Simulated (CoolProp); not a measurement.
Properties of R236FA along the isobar 6680 kPa.

Values from CoolProp's reference Helmholtz-energy equation of state, Pan 2012.

```tsv
T (°C)	phase	cv (kJ/(kg K))	speed of sound (m/s)	expansivity (1/kK)	fugacity coefficient
17.25	liquid	0.8539	609.7	2.118	0.03873
21.65	liquid	0.8589	593.4	2.162	0.04466
26.05	liquid	0.8641	577.3	2.210	0.05121
30.35	liquid	0.8694	561.6	2.259	0.05822
34.75	liquid	0.8749	545.8	2.313	0.06605
39.15	liquid	0.8806	530.0	2.371	0.07456
43.55	liquid	0.8864	514.4	2.434	0.08377
47.95	liquid	0.8923	498.8	2.501	0.09369
52.25	liquid	0.8983	483.7	2.572	0.1041
56.65	liquid	0.9045	468.3	2.651	0.1154
61.05	liquid	0.9108	453.0	2.737	0.1275
65.45	liquid	0.9173	437.7	2.830	0.1403
69.85	liquid	0.9239	422.5	2.932	0.1538
74.25	liquid	0.9306	407.4	3.043	0.1680
78.55	liquid	0.9373	392.6	3.163	0.1826
```
